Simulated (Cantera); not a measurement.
Input: 1 mol SiCl₄, 0.68 mol HCl, 2.5 mol H₂, at 1273.15 K and 0.140 bar.

Equilibrium computed with Cantera from the NASA thermochemical tables; the gas is ideal and each condensed phase is pure. Candidate condensed phases: Si; 19 gas species. The tables' values for SiCl₃ are old estimates; treat these amounts as uncertain. Kinetics and transport are ignored.

Base state: H₂ 0.546, HCl 0.220, SiCl₄ 0.186, SiHCl₃ 0.0185, SiCl₃ 0.0181, SiCl₂ 0.0116, SiH₂Cl₂ 0.000254 (mole fractions); condensed: gas only.

Problem. What changes in the equilibrium state with this change: H₂ from 2.5 to 0.38 mol?

Solution. 
```json
[
 {"species": "SiCl₄", "before": "0.186", "after": "0.454"},
 {"species": "HCl", "before": "0.220", "after": "0.356"},
 {"species": "H₂", "before": "0.546", "after": "0.163"},
 {"species": "SiCl₂", "before": "0.0116", "after": "0.00322"},
 {"species": "SiHCl₃", "before": "0.0185", "after": "0.00833"},
 {"species": "SiCl₃", "before": "0.0181", "after": "0.0149"},
 {"species": "SiH₂Cl₂", "before": "0.000254", "after": "2.11e-5"}
]
```
